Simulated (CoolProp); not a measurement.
Values from CoolProp's reference Helmholtz-energy equation of state, Lemmon 2006. It is a short technical equation, of lower accuracy than the large ones.

Task: Give the vapour pressure (MPa), vapour density (kg/m³), enthalpy of vaporisation (kJ/kg), liquid cp (kJ/(kg K)) of saturated neopentane at 30.45, 45.45 °C.

Result: 
| T (°C) | p (MPa) | vapour density (kg/m³) | enthalpy of vaporisation (kJ/kg) | liquid cp (kJ/(kg K)) |
|---|---|---|---|---|
| 30.45 | 0.203 | 6.27 | 299 | 2.34 |
| 45.45 | 0.314 | 9.50 | 286 | 2.44 |
